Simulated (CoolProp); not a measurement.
Properties of R123 along the isobar 4.79 MPa (Tc = 456.8 K, pc = 3.662 MPa, ω = 0.282).

Values from CoolProp's reference Helmholtz-energy equation of state, Younglove 1994. It is a modified Benedict-Webb-Rubin equation, recast in Helmholtz form.

```tsv
T (K)	phase	cp (kJ/(kg K))	cv (kJ/(kg K))	Joule-Thomson coefficient (K/MPa)	viscosity (µPa s)
420.4	liquid	1.240	0.8169	0.4734	?
425.7	liquid	1.267	0.8227	0.5990	123
431	liquid	1.299	0.8289	0.7535	116
436.3	liquid	1.339	0.8355	0.9477	110
441.6	liquid	1.389	0.8426	1.199	103
446.9	liquid	1.456	0.8506	1.537	?
452.2	liquid	1.552	0.8596	2.016	88.7
457.5	supercritical	1.702	0.8704	2.745	?
462.8	supercritical	?	0.8840	3.976	72.2
468.2	supercritical	2.584	0.9030	6.372	61.2
473.5	supercritical	3.371	0.9234	10.11	47.5
478.8	supercritical	?	0.9241	12.66	37.1
484.1	supercritical	2.210	?	13.06	31.9
489.4	supercritical	1.805	0.9031	12.54	?
494.7	supercritical	1.579	0.8955	11.82	27.7
500	supercritical	1.441	0.8899	11.12	?
```

Question: Some entries are withheld; supply them.

Answer: 
- 420.4, viscosity (µPa s): 130
- 446.9, viscosity (µPa s): 95.9
- 457.5, viscosity (µPa s): 81.0
- 462.8, cp (kJ/(kg K)): 1.975
- 478.8, cp (kJ/(kg K)): 2.926
- 484.1, cv (kJ/(kg K)): 0.9131
- 489.4, viscosity (µPa s): 29.3
- 500, viscosity (µPa s): 26.7

The peak of cp marks the crossing from liquid-like to gas-like fluid above the critical point.

Viscosity comes from a separate model (Tanaka 1996).
